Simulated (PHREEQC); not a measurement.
Make-up at 20 °C: 0.064 mol/kgw K2CO3 and 0.00029 mol/kgw H3BO3. Closed to the air; pH follows from the charge balance.

Equilibrium calculation in PHREEQC: Pitzer model, pitzer.dat.

| quantity | before | after |
|---|---|---|
| pH | 11.39 | 10.91 |
| ionic strength (mol/kgw) | 0.190 | 0.187 |
| CO3-2 (mol/kgw) | 0.0615 | 0.0593 |
| HCO3- (mol/kgw) | 0.00252 | 0.00469 |
| CO2 (mol/kgw) | 1.70e-8 | 7.71e-8 |

Task: Name the change that produced these shifts.
A. K2CO3 from 0.064 to 0.64 mol/kgw
B. H3BO3 left out
C. temperature from 20 to 45 °C
D. K2CO3 from 0.064 to 0.032 mol/kgw

Result: C, temperature from 20 to 45 °C

Precipitation was switched off in this run. Constants without temperature data keep their 25 °C values here.
